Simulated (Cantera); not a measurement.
Carbon deposition, reforming and gasification: CH₄ + O₂ + N₂

Input: 1 mol CH₄, a varied amount of O₂, 0.63 mol N₂, held at 975 K and 4.20 bar.

Method: chemical equilibrium by Gibbs-energy minimisation in Cantera with the NASA 1993 tables (ideal gas, pure condensed phases). Candidate condensed phases: C, C₆H₆, C₇H₈, C₈H₁₈, H₂O; 136 gas species. Equilibrium is a limit: real reactors are often held back by kinetics, nucleation or transport.

```json
[
 {"n(O₂) (mol)": "0.014", "log p H₂": "0.36", "log p N₂": "0.06", "log p CH₄": "-0.17", "log p H₂O": "-1.53", "log p CO": "-1.67", "log p CO₂": "-3.36", "n C(graphite)": "0.624"},
 {"n(O₂) (mol)": "0.023", "log p H₂": "0.36", "log p N₂": "0.06", "log p CH₄": "-0.18", "log p H₂O": "-1.32", "log p CO": "-1.46", "log p CO₂": "-2.94", "n C(graphite)": "0.620"},
 {"n(O₂) (mol)": "0.041", "log p H₂": "0.35", "log p N₂": "0.06", "log p CH₄": "-0.19", "log p H₂O": "-1.09", "log p CO": "-1.22", "log p CO₂": "-2.46", "n C(graphite)": "0.611"},
 {"n(O₂) (mol)": "0.07", "log p H₂": "0.35", "log p N₂": "0.05", "log p CH₄": "-0.21", "log p H₂O": "-0.88", "log p CO": "-1.00", "log p CO₂": "-2.02", "n C(graphite)": "0.595"},
 {"n(O₂) (mol)": "0.12", "log p H₂": "0.33", "log p N₂": "0.04", "log p CH₄": "-0.24", "log p H₂O": "-0.68", "log p CO": "-0.79", "log p CO₂": "-1.60", "n C(graphite)": "0.565"},
 {"n(O₂) (mol)": "0.21", "log p H₂": "0.30", "log p N₂": "0.02", "log p CH₄": "-0.30", "log p H₂O": "-0.51", "log p CO": "-0.59", "log p CO₂": "-1.19", "n C(graphite)": "0.502"},
 {"n(O₂) (mol)": "0.37", "log p H₂": "0.26", "log p N₂": "-0.01", "log p CH₄": "-0.38", "log p H₂O": "-0.36", "log p CO": "-0.40", "log p CO₂": "-0.81", "n C(graphite)": "0.373"}
]
```
log p: log10 of the partial pressure in bar; n: condensed amount in mol.

From 0.014 mol O₂ to 0.37 mol O₂ the condensed part is C(graphite). The main C-bearing gas is CH₄ throughout. The share of C in condensed phases is highest at 0.014 mol O₂ (62.4 %) and lowest at 0.37 mol O₂ (37.3 %).
